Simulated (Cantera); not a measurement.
Si + Cl2 + F2 (silicon etching in halogen gases)

A closed system holds: 1 mol Si, 0.6 mol Cl2, 2.1 mol F2, equilibrated at 190 Pa.

Equilibrium computed with Cantera from the NASA thermochemical tables; the gas is ideal and each condensed phase is pure. Candidate condensed phases: Si; 17 gas species. Equilibrium is a limit: real reactors are often held back by kinetics, nucleation or transport.

| T (K) | log p SiF4 | log p Cl2 | log p ClF | log p Cl | log p F | log p F2 |
|---|---|---|---|---|---|---|
| 498 | -2.95 | -3.25 | -3.65 | -11.52 | -12.85 | <-14 |
| 573 | -2.95 | -3.25 | -3.65 | -9.84 | -11.05 | -13.73 |
| 648 | -2.95 | -3.25 | -3.65 | -8.54 | -9.66 | -12.67 |
| 723 | -2.95 | -3.25 | -3.65 | -7.51 | -8.56 | -11.83 |
| 798 | -2.95 | -3.25 | -3.65 | -6.68 | -7.66 | -11.14 |
| 873 | -2.95 | -3.25 | -3.65 | -5.98 | -6.92 | -10.57 |
| 948 | -2.95 | -3.25 | -3.65 | -5.39 | -6.29 | -10.10 |
| 1023 | -2.95 | -3.26 | -3.66 | -4.89 | -5.76 | -9.69 |
| 1098 | -2.96 | -3.27 | -3.67 | -4.46 | -5.30 | -9.35 |
| 1173 | -2.96 | -3.29 | -3.69 | -4.10 | -4.90 | -9.06 |
| 1248 | -2.97 | -3.34 | -3.73 | -3.78 | -4.57 | -8.84 |
log p: log10 of the partial pressure in bar; nothing condenses.

From 498 K to 1248 K nothing is condensed. The main Si-bearing gas is SiF4 throughout.
